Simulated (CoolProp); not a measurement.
Saturation properties of methanol (Tc = 513.4 K, pc = 8216 kPa, ω = 0.565).

The numbers come from the reference Helmholtz-energy equation of state, de Reuck 1993 in CoolProp.

| T (K) | p (kPa) | liquid density (kg/m³) | liquid cp (kJ/(kg K)) |
|---|---|---|---|
| 387.2 | (withheld) | 694.6 | 3.329 |
| 391.2 | 606.5 | 689.7 | 3.378 |
| 395.2 | (withheld) | 684.7 | 3.428 |
| 399.2 | 757.2 | 679.6 | 3.481 |
| 403.2 | 842.9 | (withheld) | 3.535 |
| 407.2 | 936.3 | 669.1 | (withheld) |
| 411.2 | (withheld) | 663.6 | 3.649 |
| 415.2 | 1148 | 657.9 | 3.710 |
| 419.2 | 1267 | 652.1 | (withheld) |
| 423.2 | 1395 | (withheld) | 3.840 |

What belongs in the gaps?


- 387.2, p (kPa): 540.8
- 395.2, p (kPa): 678.5
- 403.2, liquid density (kg/m³): 674.4
- 407.2, liquid cp (kJ/(kg K)): 3.591
- 411.2, p (kPa): 1038
- 419.2, liquid cp (kJ/(kg K)): 3.773
- 423.2, liquid density (kg/m³): 646.1

It boils at 337.6 K under 1 atm.
